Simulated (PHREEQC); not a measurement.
1 kg of water holding 150 mmol/kgw CaCl2 meets 20 L of dry gas (H2 0.72, N2 0.28 by moles) at fixed total pressure, at 50 °C; fugacities by Peng-Robinson. The gases take part in no redox reaction, some water evaporates into the gas, and hydrates or a liquid gas phase aren't modelled. Precipitation was switched off in this run.

Equilibrium calculation in PHREEQC: ion-association model, phreeqc.dat.

```
P (atm)  dissolved H2 (mol/kgw)  φ of H2  p of H2 (atm)  dissolved N2 (mol/kgw)
-------  ----------------------  -------  -------------  ----------------------
2                      0.000890    1.001           1.35                0.000244
5                       0.00231    1.001           3.51                0.000631
10                      0.00465    1.003           7.11                 0.00127
20                      0.00928    1.006           14.3                 0.00253
30                       0.0138    1.009           21.5                 0.00375
40                       0.0183    1.012           28.7                 0.00495
50                       0.0228    1.015           35.9                 0.00612
75                       0.0335    1.024           53.9                 0.00895
100                      0.0439    1.032           71.9                  0.0116
150                      0.0636    1.051            108                  0.0166
200                      0.0819    1.071            144                  0.0213
300                       0.115    1.116            216                  0.0295
400                       0.144    1.167            288                  0.0368
```

Species that the database lacks are ignored. At this temperature some constants are extrapolated from 25 °C, and those without enthalpy data are left unchanged.
